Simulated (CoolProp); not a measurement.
Model: reference Helmholtz-energy equation of state, Span 1996, in CoolProp.

Problem. For carbon dioxide, give the phase and the viscosity (µPa s) at 34.75 °C and 2.77 bar; 144.05 °C and 2.77 bar.

Solution. 
- 34.75 °C and 2.77 bar: gas; viscosity 15.4
- 144.05 °C and 2.77 bar: gas; viscosity 20.4

Viscosity comes from a separate model (Laesecke 2017).
